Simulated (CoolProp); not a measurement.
Sulfur hexafluoride at 234 K and 0.148 MPa flows at 0.065 m/s in a round tube of 4.6 mm bore and 0.25 µm roughness, fully developed (64/Re and Nu = 3.66 if laminar; Colebrook and Gnielinski if turbulent). Each further row changes one setting.

Computed with CoolProp (reference Helmholtz-energy equation of state, Guder 2009).

| case | Reynolds number | Darcy friction factor | pressure drop (Pa/m) | heat-transfer coefficient (W/(m² K)) | mass flow (kg/h) |
|---|---|---|---|---|---|
| as stated | ___ | 0.227 | ___ | 6.63 | ___ |
| velocity 0.13 m/s | 563 | 0.114 | ___ | 6.63 | ___ |
| diameter 9.2 mm | 563 | 0.114 | 0.301 | ___ | 0.180 |

Some entries are withheld; supply them.


- as stated, Reynolds number: 282
- as stated, pressure drop (Pa/m): 1.20
- as stated, mass flow (kg/h): 0.0449
- velocity 0.13 m/s, pressure drop (Pa/m): 2.41
- velocity 0.13 m/s, mass flow (kg/h): 0.0898
- diameter 9.2 mm, heat-transfer coefficient (W/(m² K)): 3.31

Viscosity comes from a separate model (Quiñones-Cisneros 2012). Thermal conductivity comes from a separate model (Assael 2012).
